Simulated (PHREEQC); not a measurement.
Make-up at 25 °C: 5 mmol/kgw NH4HF2 and 12 mmol/kgw H2SiF6. Closed to the air; pH follows from the charge balance.

Equilibrium calculation in PHREEQC: ion-association model, phreeqc.dat.

```tsv
quantity	before	after
pH	1.77	1.82
ionic strength (mol/kgw)	0.0364	0.0338
HF (mol/kgw)	0.00960	0.0148
F- (mol/kgw)	0.000460	0.000403
HF2- (mol/kgw)	1.69e-5	2.61e-5
```

Question: Which change was made?
A) 0.0013 mol/kgw Na2SO4 added
B) temperature from 25 to 60 °C
C) NH4HF2 left out
D) H2SiF6 replaced by NaBF4 at the same molality
E) H2SiF6 from 0.012 to 0.0012 mol/kgw

Answer: B, temperature from 25 to 60 °C

This is a speciation only: nothing precipitates in the calculation. Some of these states are supersaturated (in Quartz (slow to form), Chalcedony (slow to form), for instance). Constants without temperature data keep their 25 °C values here. SiF6-2 is the database's only silicon fluoride.
